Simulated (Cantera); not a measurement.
Thermodynamics of oxide etching and cleaning by halides, feed B2O3 + NF3 + H2

Feed: 1 mol B2O3, a varied amount of NF3, 0.35 mol H2, equilibrated at 1275 K and 0.000140 bar.

Method: chemical equilibrium by Gibbs-energy minimisation in Cantera with the NASA 1993 tables (ideal gas, pure condensed phases). Candidate condensed phases: B, BN, B2O3, B3O3H3, H2O; 62 gas species. Rates play no part.

From 1.7 mol NF3 to 18 mol NF3 nothing is condensed. The main B-bearing gas is BF3 throughout.

```json
[
 {"n(NF3) (mol)": "1.7", "x F": "5.42e-7", "x BF3": "0.259", "x O2": "0.237", "x N2": "0.183", "x BOF": "0.171", "x HF": "0.149"},
 {"n(NF3) (mol)": "3.5", "x F": "0.390", "x BF3": "0.205", "x O2": "0.154", "x N2": "0.179", "x BOF": "<1e-12", "x HF": "0.0718"},
 {"n(NF3) (mol)": "5.3", "x F": "0.573", "x BF3": "0.125", "x O2": "0.0934", "x N2": "0.165", "x BOF": "<1e-12", "x HF": "0.0436"},
 {"n(NF3) (mol)": "7.1", "x F": "0.653", "x BF3": "0.0895", "x O2": "0.0671", "x N2": "0.159", "x BOF": "<1e-12", "x HF": "0.0313"},
 {"n(NF3) (mol)": "8.9", "x F": "0.698", "x BF3": "0.0698", "x O2": "0.0523", "x N2": "0.155", "x BOF": "<1e-12", "x HF": "0.0244"},
 {"n(NF3) (mol)": "11", "x F": "0.730", "x BF3": "0.0556", "x O2": "0.0416", "x N2": "0.153", "x BOF": "<1e-12", "x HF": "0.0194"},
 {"n(NF3) (mol)": "12", "x F": "0.742", "x BF3": "0.0506", "x O2": "0.0379", "x N2": "0.152", "x BOF": "<1e-12", "x HF": "0.0177"},
 {"n(NF3) (mol)": "14", "x F": "0.759", "x BF3": "0.0430", "x O2": "0.0322", "x N2": "0.151", "x BOF": "<1e-12", "x HF": "0.0151"},
 {"n(NF3) (mol)": "16", "x F": "0.772", "x BF3": "0.0374", "x O2": "0.0280", "x N2": "0.150", "x BOF": "<1e-12", "x HF": "0.0131"},
 {"n(NF3) (mol)": "18", "x F": "0.782", "x BF3": "0.0331", "x O2": "0.0248", "x N2": "0.149", "x BOF": "<1e-12", "x HF": "0.0116"}
]
```
x: gas mole fraction; nothing condenses.
